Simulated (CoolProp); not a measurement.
Computed with CoolProp (reference Helmholtz-energy equation of state, de Reuck 1993).

Give the vapour pressure (bar), enthalpy of vaporisation (kJ/kg), surface tension (mN/m) of saturated methanol at 396, 403, 410 K.


| T (K) | p (bar) | enthalpy of vaporisation (kJ/kg) | surface tension (mN/m) |
|---|---|---|---|
| 396 | 6.94 | 957 | 13.3 |
| 403 | 8.38 | 935 | 12.6 |
| 410 | 10.1 | 910 | 11.9 |

Surface tension comes from a separate correlation (Mulero 2012).
